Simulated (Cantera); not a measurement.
Input: 1 mol AlN, 3.3 mol Cl2, 11 mol N2, held at 727 °C and 3.50 Pa.

Cantera equilibrium calculation (NASA polynomials, part measured and part estimated; ideal gas, pure solids and liquids). Candidate condensed phases: Al, AlCl3, AlN; 11 gas species. The numbers say what is thermodynamically allowed, not how fast it happens.

Base state: N2 0.795, Cl2 0.113, AlCl3 0.0692, Cl 0.0221 (mole fractions); condensed: gas only.

What changes in the equilibrium state with this change: 0.0049 mol NH3 added?


```tsv
species	before	after
N2	0.795	0.795
Cl2	0.113	0.113
AlCl3	0.0692	0.0691
HCl	0	0.00102
Cl	0.0221	0.0221
```
Further candidate phases: NH4Cl.
